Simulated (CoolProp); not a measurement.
Vapour-liquid equilibrium of R152A (1) + isobutene (2) at 0.0643 bar; x and y are mole fractions of (1).

Values from CoolProp's multi-fluid Helmholtz-energy mixture model, Outcalt 1996 and Lemmon 2005; pair parameters Bell 2016.

| x | bubble temperature (°C) | y at the bubble point | dew temperature at overall composition x (°C) | liquid density (mol/L) |
|---|---|---|---|---|
| 0.05 | -65.9 | 0.313 | -61.8 | 12.44 |
| 0.15 | ? | 0.541 | -63.2 | 12.84 |
| 0.25 | -72.3 | 0.623 | -64.8 | 13.20 |
| 0.35 | -73.1 | 0.661 | -66.6 | 13.58 |
| 0.45 | -73.5 | 0.683 | -68.5 | 13.98 |
| 0.55 | -73.7 | ? | -70.7 | 14.40 |
| 0.65 | -73.8 | 0.719 | ? | 14.86 |
| 0.75 | -73.9 | 0.748 | -73.9 | 15.36 |
| 0.85 | -73.7 | 0.801 | -73.5 | 15.90 |
| 0.95 | -73.1 | 0.906 | -72.8 | 16.47 |

Question: What belongs in the gaps?

Answer: 
- 0.15, bubble temperature (°C): -70.5
- 0.55, y at the bubble point: 0.700
- 0.65, dew temperature at overall composition x (°C): -72.9

y crosses x between x = 0.65 and 0.75: the model has an azeotrope there.

The pair parameters rest on a limited set of measurements; away from them the model extrapolates.
